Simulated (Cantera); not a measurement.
An adiabatic, constant-volume homogeneous reactor starts with CH4 : H2 : O2 : N2 : CO2 = 1 : 0.35 : 1.98 : 7.43 : 1.7 (molar parts), at 1525 K and 4.74 atm. Integrator tolerance rtol = 1e-08.

Computed with Cantera and GRI-Mech 3.0 (53 species, 325 reactions).

### Question
What does this change do: pressure from 4.74 atm to 0.908 atm?

### Answer
```
quantity                                                            before                                      after
---------------------------------  ---------------------------------------  -----------------------------------------
time of steepest temperature rise                                 0.104 ms                                   0.377 ms
temperature at 0.600 s                                              2823 K                                     2702 K
equilibrium temperature                                             2823 K                                     2702 K
x(CH4) at 0.600 s                    <1e-12 (gas-phase equilibrium <1e-12)      <1e-12 (gas-phase equilibrium <1e-12)
x(H2) at 0.600 s                     0.0106 (gas-phase equilibrium 0.0106)      0.0129 (gas-phase equilibrium 0.0129)
x(O2) at 0.600 s                     0.0149 (gas-phase equilibrium 0.0149)      0.0195 (gas-phase equilibrium 0.0195)
x(C2H) at 0.600 s                    <1e-12 (gas-phase equilibrium <1e-12)      <1e-12 (gas-phase equilibrium <1e-12)
x(CH2O) at 0.600 s                 2.58e-9 (gas-phase equilibrium 2.58e-9)  6.46e-10 (gas-phase equilibrium 6.46e-10)
x(O) at 0.600 s                    0.00241 (gas-phase equilibrium 0.00241)    0.00393 (gas-phase equilibrium 0.00393)
x(CH3) at 0.600 s                    <1e-12 (gas-phase equilibrium <1e-12)      <1e-12 (gas-phase equilibrium <1e-12)
```

### Question
What does this change do: initial temperature 1525 to 1773 K?

### Answer
| quantity | before | after |
|---|---|---|
| time of steepest temperature rise | 0.104 ms | 22.3 µs |
| temperature at 0.600 s | 2823 K | 2905 K |
| equilibrium temperature | 2823 K | 2905 K |
| x(CH4) at 0.600 s | <1e-12 (gas-phase equilibrium <1e-12) | <1e-12 (gas-phase equilibrium <1e-12) |
| x(H2) at 0.600 s | 0.0106 (gas-phase equilibrium 0.0106) | 0.0128 (gas-phase equilibrium 0.0128) |
| x(O2) at 0.600 s | 0.0149 (gas-phase equilibrium 0.0149) | 0.0192 (gas-phase equilibrium 0.0192) |
| x(C2H) at 0.600 s | <1e-12 (gas-phase equilibrium <1e-12) | <1e-12 (gas-phase equilibrium <1e-12) |
| x(CH2O) at 0.600 s | 2.58e-9 (gas-phase equilibrium 2.58e-9) | 3.27e-9 (gas-phase equilibrium 3.27e-9) |
| x(O) at 0.600 s | 0.00241 (gas-phase equilibrium 0.00241) | 0.00394 (gas-phase equilibrium 0.00394) |
| x(CH3) at 0.600 s | <1e-12 (gas-phase equilibrium <1e-12) | <1e-12 (gas-phase equilibrium <1e-12) |

### Question
What does this change do: constant pressure in place of constant volume?

### Answer
```csv
quantity,before,after
time of steepest temperature rise,0.104 ms,0.114 ms
temperature at 0.600 s,2823 K,2668 K
equilibrium temperature,2823 K,2668 K
x(CH4) at 0.600 s,<1e-12 (gas-phase equilibrium <1e-12),<1e-12 (gas-phase equilibrium <1e-12)
x(H2) at 0.600 s,0.0106 (gas-phase equilibrium 0.0106),0.00919 (gas-phase equilibrium 0.00919)
x(O2) at 0.600 s,0.0149 (gas-phase equilibrium 0.0149),0.0116 (gas-phase equilibrium 0.0116)
x(C2H) at 0.600 s,<1e-12 (gas-phase equilibrium <1e-12),<1e-12 (gas-phase equilibrium <1e-12)
x(CH2O) at 0.600 s,2.58e-9 (gas-phase equilibrium 2.58e-9),9.93e-10 (gas-phase equilibrium 9.93e-10)
x(O) at 0.600 s,0.00241 (gas-phase equilibrium 0.00241),0.00156 (gas-phase equilibrium 0.00156)
x(CH3) at 0.600 s,<1e-12 (gas-phase equilibrium <1e-12),<1e-12 (gas-phase equilibrium <1e-12)
```
